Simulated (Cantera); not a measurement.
A Cantera script and its output.

```python
import numpy as np
import cantera as ct

gas = ct.Solution("h2o2.yaml")
gas.TPX = 1325, 2900, {'H2': 0.09, 'O2': 1}
reactor = ct.IdealGasConstPressureReactor(gas, energy="off", clone=False)
net = ct.ReactorNet([reactor])
net.rtol, net.atol = 1e-08, 1e-18
show = ['H2', 'O2', 'O', 'HO2', 'H2O2', 'H', 'OH']
times = np.geomspace(0.0004, 200, 10)

steps = ct.SolutionArray(gas, extra=["t"])
rows = []
print(f"{'t/s':>10s}{'T/K':>9s}{'P/Pa':>11s}" + "".join(f"{s:>11s}" for s in show))
for t in times:
    while net.time < t:
        t_next = net.step()
        steps.append(gas.state, t=t_next)
    rows.append([np.interp(t, steps.t, y) for y in (steps.T, steps.P, *steps(*show).X.T)])
    print(f"{t:10.3e}{rows[-1][0]:9.1f}{rows[-1][1]:11.4g}" + "".join(f"{x:11.3e}" for x in rows[-1][2:]))
rate = np.gradient(steps.T, steps.t)
print("integrator steps:", len(steps.t))
if steps.T.max() > steps.T[0] + 200:
    print(f"time of steepest temperature rise: {steps.t[rate.argmax()]:.4e} s")
gas.TPX = 1325, 2900, {'H2': 0.09, 'O2': 1}
gas.equilibrate("TP")
print(f"equilibrium (TP): T = {gas.T:.1f} K  " + "  ".join(f"{s} {gas[s].X[0]:.3e}" for s in show))
```

Result:

```
       t/s      T/K       P/Pa         H2         O2          O        HO2       H2O2          H         OH
 4.000e-04   1325.0       2900  7.455e-02  9.117e-01  3.439e-03  4.783e-06  4.453e-08  2.216e-03  2.454e-03
 1.719e-03   1325.0       2900  1.900e-03  8.617e-01  4.533e-02  7.619e-06  2.364e-07  1.246e-02  7.125e-03
 7.388e-03   1325.0       2900  1.062e-03  8.865e-01  2.381e-02  6.704e-06  2.283e-07  4.810e-03  5.387e-03
 3.175e-02   1325.0       2900  1.850e-04  9.089e-01  3.973e-03  3.170e-06  1.347e-07  3.298e-04  2.270e-03
 1.364e-01   1325.0       2900  1.436e-05  9.133e-01  3.076e-04  5.404e-07  3.839e-08  7.130e-06  6.372e-04
 5.863e-01   1325.0       2900  1.381e-06  9.138e-01  2.980e-05  8.218e-08  8.476e-09  2.154e-07  1.988e-04
 2.520e+00   1325.0       2900  2.071e-07  9.138e-01  4.501e-06  4.227e-08  1.994e-09  1.265e-08  7.729e-05
 1.083e+01   1325.0       2900  7.477e-08  9.139e-01  1.629e-06  5.366e-08  9.546e-10  2.766e-09  4.649e-05
 4.654e+01   1325.0       2900  7.143e-08  9.139e-01  1.556e-06  5.452e-08  9.276e-10  2.584e-09  4.544e-05
 2.000e+02   1325.0       2900  7.143e-08  9.139e-01  1.556e-06  5.452e-08  9.276e-10  2.584e-09  4.544e-05
integrator steps: 1967
equilibrium (TP): T = 1325.0 K  H2 7.143e-08  O2 9.139e-01  O 1.556e-06  HO2 5.452e-08  H2O2 9.276e-10  H 2.584e-09  OH 4.544e-05
```

Model: the H2/O2 subset of GRI-Mech 3.0, which has no nitrogen chemistry, integrated in Cantera. Radical loss at walls, strong at low pressure, is not modelled. The temperature is held fixed by assumption; the heat of reaction is taken as removed at once.
